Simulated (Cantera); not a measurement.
What does this Cantera script print?

```python
import numpy as np
import cantera as ct

gas_names = """
    NF3 SiF2 SiF4 N2
""".split()
cond_names = """
    Si3N4(a)
""".split()


# ... load() reads the species with a 1 bar reference pressure and builds the phases ...
species = {s.name: s for s in load("nasa_gas.yaml", gas_names) + load("nasa_condensed.yaml", cond_names)}
# Each term lists the table entries of one substance; the one whose range holds T is used.
reactions = {
    '4 NF3(g) + 12 SiF2(g) = Si3N4 + 9 SiF4(g)':
        [(-4, ['NF3']), (-12, ['SiF2']), (1, ['Si3N4(a)']), (9, ['SiF4'])],
    '4 N2(g) + 3 SiF4(g) = 4 NF3(g) + Si3N4':
        [(-4, ['N2']), (-3, ['SiF4']), (4, ['NF3']), (1, ['Si3N4(a)'])],
}


def pick(names, T):
    return next(species[n] for n in names if species[n].thermo.min_temp <= T <= species[n].thermo.max_temp)


results = []
for label, terms in reactions.items():
    print(label)
    print("     T/K   dH/kJ  dS/(J/K)   dG/kJ   log10 K")
    for T in [373, 423, 473, 523, 573]:
        used = [(nu, pick(names, T)) for nu, names in terms]
        dH = sum(nu * s.thermo.h(T) for nu, s in used) / 1e6
        dS = sum(nu * s.thermo.s(T) for nu, s in used) / 1e3
        dG = dH - T * dS / 1e3
        logK = -dG * 1e6 / (ct.gas_constant * T * np.log(10))
        results.append((label, T, dH, dS, dG, logK, [s.name for _, s in used]))
        print(f"{T:8g} {dH:8.1f} {dS:8.1f} {dG:8.1f} {logK:8.2f}")
```

Output:

```
4 NF3(g) + 12 SiF2(g) = Si3N4 + 9 SiF4(g)
     T/K   dH/kJ  dS/(J/K)   dG/kJ   log10 K
     373  -7696.9  -1460.0  -7152.3  1001.58
     423  -7695.5  -1456.5  -7079.4   874.19
     473  -7693.7  -1452.6  -7006.6   773.75
     523  -7691.7  -1448.5  -6934.1   692.53
     573  -7689.3  -1444.2  -6861.8   625.51
4 N2(g) + 3 SiF4(g) = 4 NF3(g) + Si3N4
     T/K   dH/kJ  dS/(J/K)   dG/kJ   log10 K
     373   3572.1   -462.4   3744.5  -524.37
     423   3571.7   -463.4   3767.7  -465.25
     473   3571.7   -463.4   3790.9  -418.63
     523   3572.0   -462.8   3814.0  -380.92
     573   3572.5   -461.8   3837.1  -349.79
```

Standard-state values (1 bar) from the NASA 1993 polynomials, evaluated with Cantera. The tables' values for SiF2 are old estimates. Condensed species are held in their standard states even where they would react or evaporate.
